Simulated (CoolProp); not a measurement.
A closed Brayton cycle with dry air: compressor inlet 319.15 K and 5.3 MPa, high pressure 17 MPa, turbine inlet 975 K, compressor efficiency 0.8, turbine efficiency 0.9, recuperator effectiveness 0.95 (on enthalpy, no pinch check). Each further row changes one setting.

Computed with CoolProp (reference Helmholtz-energy equation of state, Lemmon 2000). It is a pseudo-pure fit of the blend.

```tsv
case	thermal efficiency (%)	net work (kJ/kg)	compressor to turbine work	compressor exit (K)	turbine exit (K)
as stated	35.3	99.2	0.62	477.4	746.7
turbine inlet 925 K	32.3	85.7	0.66	477.4	706.5
compressor inlet 329.15 K	33.6	93.8	0.64	492.1	746.7
high pressure 14.4 MPa	37.2	93.3	0.59	451.6	775.7
recuperator effectiveness 0.5	24.2	99.2	0.62	477.4	746.7
```
